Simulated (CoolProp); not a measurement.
trans-2-butene at several states: Z from the reference equation and from simpler models built on Tc = 428.6 K, pc = 4.019 MPa, ω = 0.210; each cubic takes its own stable root.

Model: reference Helmholtz-energy equation of state, Lemmon 2005, in CoolProp. It is a short technical equation, of lower accuracy than the large ones.

```tsv
T (K)	p (MPa)	phase	reference	van der Waals	Redlich-Kwong	Soave-Redlich-Kwong	Peng-Robinson
466.8	0.288	gas	0.9810	0.9825	0.9808	0.9815	0.9790
297.1	1.11	liquid	0.04193	0.06913	0.04759	0.04616	0.04079
286.3	0.727	liquid	0.02794	0.04615	0.03160	0.03071	0.02715
392.4	11.6	liquid	0.3952	0.5844	0.4453	0.4384	0.3908
```
